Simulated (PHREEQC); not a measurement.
0.13 g of hydrous ferric oxide (600 m²/g; 0.2 weak and 0.005 strong sites per Fe, Dzombak-Morel constants, diffuse double layer) in 1 kg of water with 0.005 mol/kgw of an inert sodium salt and 0.071 mmol/kgw CaCl2, at 25 °C; the pH is set by adding NaOH or the inert anion's acid. Oxygen is held at 0.21 atm. The system is closed to CO2. Precipitation was switched off in this run.

The series has 17 steps of pH, from 3 to 11.

Equilibrium calculation in PHREEQC: ion-association model, wateq4f.dat.

Problem. Near which pH is half of the Ca sorbed, and on which side is more sorbed?

Solution. Near pH 9.0, with more sorbed at higher pH.

Complexes and solids missing from the database can't appear. The oxide is taken as insoluble; below pH 4 it would dissolve.
